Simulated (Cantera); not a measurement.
**Halide evaporation, hydrolysis and transport: CuF₂ + H₂ + N₂**

Feed: 1 mol CuF₂, 7 mol H₂, 3.6 mol N₂, at 1127 °C and 13.3 mbar.

Cantera equilibrium calculation (NASA polynomials, part measured and part estimated; ideal gas, pure solids and liquids). Candidate condensed phases: Cu, CuF₂; 25 gas species. Rates play no part.

| Quantity | Result |
|---|---|
| x(H₂) | 0.517 |
| x(N₂) | 0.310 |
| x(HF) | 0.172 |
| x(Cu) | 0.000101 |
| x(H) | 3.03e-5 |
| x(CuF) | 6.71e-6 |
| n(Cu(l)) | 0.999 mol |
| gas amount | 11.60 mol |
| log10 activity of CuF₂(l) (absent) | -10.93 |
